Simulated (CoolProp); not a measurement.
A single-stage vapour-compression cycle with CH2F2 (R32): evaporating at 271.15 K (dew point), condensing at 301.15 K (bubble point), superheat 8 K, subcooling 0 K, compressor efficiency 0.6, no pressure losses. Each further row changes one setting.

The numbers come from the reference Helmholtz-energy equation of state, Tillner-Roth 1997 in CoolProp.

```
case                              cooling COP  pressure ratio  discharge temperature (K)  refrigerating effect (kJ/kg)  volumetric capacity (kJ/m³)
--------------------------------  -----------  --------------  -------------------------  ----------------------------  ---------------------------
as stated                                4.48            2.40                      354.7                           273                         5370
evaporating temperature 276.15 K         5.58            2.05                      345.6                           274                         6320
condensing temperature 296.15 K          5.54            2.10                      342.7                           283                         5560
subcooling 5 K                           4.64            2.40                      354.7                           283                         5560
superheat 18 K                           4.41            2.40                      367.6                           284                         5280
compressor efficiency 0.5                3.74            2.40                      365.5                           273                         5370
```
